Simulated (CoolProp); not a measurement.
Normal hydrogen at 315.17 K and 0.326 MPa is compressed adiabatically to 1.98 MPa with isentropic efficiency 0.75. Each further row changes one setting.

Model: reference Helmholtz-energy equation of state, Leachman 2009, in CoolProp.

```json
[
 {"case": "as stated", "work (kJ/kg)": "4110", "final temperature (K)": "597.7", "final density (kg/m³)": "0.798"},
 {"case": "efficiency 1", "work (kJ/kg)": "3080", "final temperature (K)": "527.1", "final density (kg/m³)": "0.904"},
 {"case": "efficiency 0.65", "work (kJ/kg)": "4740", "final temperature (K)": "641.1", "final density (kg/m³)": "0.744"}
]
```
